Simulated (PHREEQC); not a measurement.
Consider water at 42 °C with 13.2 mmol/kgw NaHS, 0.033 mmol/kgw H2SiF6 and 1.3 mmol/kgw MgCl2. It is in equilibrium with CO2 at log p = -3.5 (atm). Otherwise closed; pH follows from the charge balance.

The numbers come from PHREEQC with the ion-association model, phreeqc.dat.

This is a speciation only: nothing precipitates in the calculation.

Q: Predict the pH.

A: pH 7.99.

Q: In which forms is C present?

A: HCO3- 95 %, CO2 1.7 %, MgHCO3+ 1.0 %, CO3-2 0.8 % of the C.

At this temperature some constants are extrapolated from 25 °C, and those without enthalpy data are left unchanged. SiF6-2 is the database's only silicon fluoride.
